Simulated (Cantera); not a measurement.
Predominance diagram of Ca at 900 K against the partial pressures of O2 and F2 (log10, bar). Source: NASA polynomial tables (part measured, part estimated), evaluated in Cantera. Candidates: Ca(s), CaF2(s), CaO(s). Only these pure phases compete in this equilibrium. Not in the tables: oxide halides.

Problem. Which phase is stable at these pairs, and which metal-bearing vapour leads over it? (-9.8, -4); (-3.3, -44); (-24.5, -24); (-3.3, -14); (-9.8, -14); (-16.3, -29); (-17.9, 1)

Solution. 
| log p(O2) | log p(F2) | phase | chief vapour | log p (bar) |
|---|---|---|---|---|
| -9.8 | -4 | CaF2(s) | CaF2 | -15.4 |
| -3.3 | -44 | CaO(s) | CaF2 | -26.9 |
| -24.5 | -24 | CaF2(s) | CaF2 | -15.4 |
| -3.3 | -14 | CaF2(s) | CaF2 | -15.4 |
| -9.8 | -14 | CaF2(s) | CaF2 | -15.4 |
| -16.3 | -29 | CaF2(s) | CaF2 | -15.4 |
| -17.9 | 1 | CaF2(s) | CaF2 | -15.4 |
